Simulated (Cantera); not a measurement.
An isothermal, constant-pressure homogeneous reactor starts with CH4 : H2 : H = 0.013 : 1 : 0.018 (molar parts), at 1500 K and 0.0132 atm. Integrator tolerance rtol = 1e-08.

Computed with Cantera and GRI-Mech 3.0 (53 species, 325 reactions). GRI-Mech 3.0 stops at C3 and has no aromatics, soot or wall deposition, so with more carbon than oxygen in the feed, carbon stays in small species such as C2H2 where larger ones or solid carbon would form. Radical loss at walls, strong at low pressure, is not modelled.

### Question
What does this change do: temperature 1500 to 2250 K?

### Answer
```tsv
quantity	before	after
x(CH4) at 5.00 s	0.00857 (gas-phase equilibrium 0.000853)	3.78e-6 (gas-phase equilibrium 3.80e-6)
x(H2) at 5.00 s	0.989 (gas-phase equilibrium 0.993)	0.931 (gas-phase equilibrium 0.931)
x(H) at 5.00 s	0.000142 (gas-phase equilibrium 0.000153)	0.0625 (gas-phase equilibrium 0.0625)
x(C2H4) at 5.00 s	1.00e-5 (gas-phase equilibrium 2.18e-5)	1.46e-7 (gas-phase equilibrium 1.46e-7)
x(C2H6) at 5.00 s	1.05e-7 (gas-phase equilibrium 2.49e-9)	<1e-12 (gas-phase equilibrium <1e-12)
x(CH3) at 5.00 s	2.49e-5 (gas-phase equilibrium 2.66e-6)	4.78e-6 (gas-phase equilibrium 4.81e-6)
```
